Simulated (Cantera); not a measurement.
Feed: 1 mol Si, 5 mol CO₂, 1.8 mol H₂, held at 1850 K.

Cantera equilibrium calculation (NASA polynomials, part measured and part estimated; ideal gas, pure solids and liquids). Candidate condensed phases: C, C₆H₆, C₇H₈, C₈H₁₈, H₂O, Si, SiC, SiO₂; 123 gas species. The tables hold silica as quartz up to 1696 K and as liquid above; real silica turns to tridymite and cristobalite and melts near 1996 K. Gases not in the tables: Si(OH)₄. Rates play no part.

Task: At 1000000 Pa, list the 5 most abundant gas species with their mole fractions, and the condensed phases.

Result: CO 0.476, CO₂ 0.259, H₂O 0.182, H₂ 0.0830, H 4.91e-5. Condensed: SiO₂(condensed).
